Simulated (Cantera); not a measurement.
A perfectly stirred reactor is fed with H2 : O2 : N2 = 1 : 0.625 : 2.35 (molar parts), equivalence ratio 0.80, at 5.03 atm; it is adiabatic with a 425 K inlet, and is followed from long to short residence time, starting on the burning branch (τ in s: 0.046, 0.022, 0.011, 0.005, 0.0024, 0.0011, 0.00055, 0.00026, 0.00012, 6e-05).

Model: the H2/O2 subset of GRI-Mech 3.0, which has no nitrogen chemistry, integrated in Cantera. The hydrogen kinetics of GRI-Mech 3.0 are dated; newer H2 mechanisms differ, most at raised pressure.

x: mole fraction; the columns are a selection and need not sum to one.

| τ (s) | T (K) | x H2 | x O2 | x HO2 | x H2O2 | x H | x O |
|---|---|---|---|---|---|---|---|
| 0.046 | 2279 | 0.00129 | 0.0351 | 5.13e-6 | 5.08e-7 | 0.000144 | 0.000379 |
| 0.022 | 2278 | 0.00135 | 0.0352 | 5.21e-6 | 5.12e-7 | 0.000152 | 0.000390 |
| 0.011 | 2277 | 0.00145 | 0.0352 | 5.37e-6 | 5.20e-7 | 0.000167 | 0.000411 |
| 0.0050 | 2274 | 0.00168 | 0.0352 | 5.73e-6 | 5.38e-7 | 0.000203 | 0.000459 |
| 0.0024 | 2269 | 0.00209 | 0.0352 | 6.43e-6 | 5.72e-7 | 0.000274 | 0.000550 |
| 0.0011 | 2258 | 0.00289 | 0.0353 | 7.92e-6 | 6.40e-7 | 0.000437 | 0.000733 |
| 0.00055 | 2242 | 0.00408 | 0.0356 | 1.04e-5 | 7.41e-7 | 0.000729 | 0.00102 |
| 0.00026 | 2216 | 0.00608 | 0.0360 | 1.50e-5 | 9.03e-7 | 0.00134 | 0.00152 |
| 0.00012 | 2175 | [?] | 0.0369 | [?] | [?] | [?] | [?] |
| 6.0e-5 | 2122 | [?] | 0.0383 | [?] | [?] | [?] | [?] |

**Question.** Some entries are withheld; supply them.

**Answer.** 
- 0.00012, x H2: 0.00914
- 0.00012, x HO2: 2.30e-5
- 0.00012, x H2O2: 1.14e-6
- 0.00012, x H: 0.00255
- 0.00012, x O: 0.00232
- 6.0e-5, x H2: 0.0129
- 6.0e-5, x HO2: 3.45e-5
- 6.0e-5, x H2O2: 1.42e-6
- 6.0e-5, x H: 0.00445
- 6.0e-5, x O: 0.00336
